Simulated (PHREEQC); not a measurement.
Dissolve 1.4 mmol/kgw TMAH, 100 mmol/kgw (NH4)2SO4 and 0.11 mmol/kgw MnCl2 at 76 °C. Closed to the air; pH follows from the charge balance.

All values are PHREEQC results (ion-association model, wateq4f.dat), not measurements.

Each row changes one thing in this solution. This is a speciation only: nothing precipitates in the calculation.

| case | pH | ionic strength (mol/kgw) |
|---|---|---|
| as made | 6.00 | 0.231 |
| MnCl2 left out | 6.00 | 0.231 |
| MnCl2 replaced by NaCl at the same molality | 6.00 | 0.231 |
| TMAH from 0.0014 to 0.007 mol/kgw | [?] | [?] |
| diluted 5-fold with water | 5.91 | 0.0535 |
| (NH4)2SO4 left out | [?] | 0.00155 |

Question: What belongs in the gaps?

Answer: 
- TMAH from 0.0014 to 0.007 mol/kgw, pH: 6.71
- TMAH from 0.0014 to 0.007 mol/kgw, ionic strength (mol/kgw): 0.233
- (NH4)2SO4 left out, pH: 9.79

Complexes and solids missing from the database can't appear. (CH3)4N+ isn't in the database: it is added as a free cation with an ion size of 4 Å. Away from 25 °C the constants follow the database's enthalpies or fits; those with neither stay at their 25 °C values.
